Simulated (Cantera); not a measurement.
Feed: 1 mol SiC, 0.6 mol C, 3.6 mol N₂, at 2300 °C and 2000 Pa.

Cantera equilibrium calculation (NASA polynomials, part measured and part estimated; ideal gas, pure solids and liquids). Candidate condensed phases: C, Si, SiC, Si₃N₄; 20 gas species. The tables' values for SiN are old estimates; treat these amounts as uncertain. Rates play no part.

Base state: N₂ 0.826, Si 0.114, SiC₂ 0.0364, Si₂C 0.0196, SiN 0.00133, CN 0.00119, Si₂ 0.000959, Si₂N 0.000318 (mole fractions); condensed: C(graphite) + SiC(s).

Task: What changes in the equilibrium state with this change: temperature from 2300 °C to 2152 °C?

Result: 
```tsv
species	before	after
N₂	0.826	0.964
Si	0.114	0.0266
SiC₂	0.0364	0.00552
Si₂C	0.0196	0.00311
Si₃	4.57e-5	4.49e-6
C₃	7.50e-5	7.45e-6
SiC	7.51e-5	8.21e-6
C(graphite), mol	1.04	0.692
SiC(s), mol	0.155	0.854
```
